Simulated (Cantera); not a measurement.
An isothermal, constant-pressure homogeneous reactor starts with 76.8 % NO, 23.2 % N2, at 2000 K and 2670 Pa.

Computed with Cantera and GRI-Mech 3.0 (53 species, 325 reactions). Radical loss at walls, strong at low pressure, is not modelled.

x: mole fraction; the columns are a selection and need not sum to one.

```json
[
 {"t (s)": "2.00e-6", "x NO": "0.768", "x O2": "1.13e-12", "x O": "3.65e-8", "x NO2": "1.69e-12", "x N2O": "3.65e-8", "x N2": "0.232"},
 {"t (s)": "6.59e-6", "x NO": "0.768", "x O2": "1.23e-11", "x O": "1.20e-7", "x NO2": "1.85e-11", "x N2O": "1.20e-7", "x N2": "0.232"},
 {"t (s)": "2.17e-5", "x NO": "0.768", "x O2": "1.34e-10", "x O": "3.97e-7", "x NO2": "2.00e-10", "x N2O": "3.97e-7", "x N2": "0.232"},
 {"t (s)": "7.17e-5", "x NO": "0.768", "x O2": "1.46e-9", "x O": "1.31e-6", "x NO2": "2.17e-9", "x N2O": "1.31e-6", "x N2": "0.232"},
 {"t (s)": "0.000236", "x NO": "0.768", "x O2": "___", "x O": "___", "x NO2": "___", "x N2O": "___", "x N2": "0.232"},
 {"t (s)": "0.000779", "x NO": "0.768", "x O2": "1.74e-7", "x O": "1.44e-5", "x NO2": "2.34e-7", "x N2O": "1.39e-5", "x N2": "0.232"},
 {"t (s)": "0.00257", "x NO": "0.768", "x O2": "1.98e-6", "x O": "4.85e-5", "x NO2": "2.04e-6", "x N2O": "4.31e-5", "x N2": "0.232"},
 {"t (s)": "0.00847", "x NO": "0.768", "x O2": "2.59e-5", "x O": "0.000170", "x NO2": "1.20e-5", "x N2O": "0.000117", "x N2": "0.232"},
 {"t (s)": "0.0279", "x NO": "0.767", "x O2": "___", "x O": "___", "x NO2": "___", "x N2O": "0.000209", "x N2": "0.232"},
 {"t (s)": "0.0920", "x NO": "0.762", "x O2": "0.00251", "x O": "0.000648", "x NO2": "3.94e-5", "x N2O": "0.000214", "x N2": "0.235"},
 {"t (s)": "0.303", "x NO": "0.746", "x O2": "0.0103", "x O": "0.000749", "x NO2": "5.16e-5", "x N2O": "0.000198", "x N2": "0.242"},
 {"t (s)": "1.00", "x NO": "0.691", "x O2": "0.0377", "x O": "0.00102", "x NO2": "7.97e-5", "x N2O": "0.000156", "x N2": "0.270"}
]
```

Q: Fill in the missing entries.

A: 
- 0.000236, x O2: 1.59e-8
- 0.000236, x O: 4.33e-6
- 0.000236, x NO2: 2.31e-8
- 0.000236, x N2O: 4.28e-6
- 0.0279, x O2: 0.000360
- 0.0279, x O: 0.000483
- 0.0279, x NO2: 3.08e-5
